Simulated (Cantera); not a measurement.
Input: 1 mol Ca(OH)₂, 3.1 mol H₂, 1.9 mol CO₂, equilibrated at 4.60 bar.

Equilibrium computed with Cantera from the NASA thermochemical tables; the gas is ideal and each condensed phase is pure. Candidate condensed phases: C, C₆H₆, C₇H₈, C₈H₁₈, Ca, CaCO₃, CaO, Ca(OH)₂, H₂O; 115 gas species. Equilibrium is a limit: real reactors are often held back by kinetics, nucleation or transport.

Question: At 825 K, list the 4 most abundant gas species with their mole fractions, and the condensed phases.

Answer: H₂O 0.507, H₂ 0.269, CH₄ 0.122, CO₂ 0.0885. Condensed: CaCO₃(calcite).
